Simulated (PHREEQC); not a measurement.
1 kg of water holding 170 mmol/kgw NaCl and 13 mmol/kgw Na2SO4 is evaporated at 60 °C; the solids stay in contact with the brine. CO2 from the air is kept out. Solids allowed: Halite, Mirabilite, Thenardite. Others were left out.

The series has 28 steps of water left (kg), from 1 to 0.005012.

Computed with PHREEQC (Pitzer model, pitzer.dat).

Which solids form, in which order, and at which step of the series does each first stand?

Halite from water left = 0.02407 kg; Thenardite from water left = 0.02407 kg.

Species that the database lacks are ignored. At this temperature some constants are extrapolated from 25 °C, and those without enthalpy data are left unchanged.
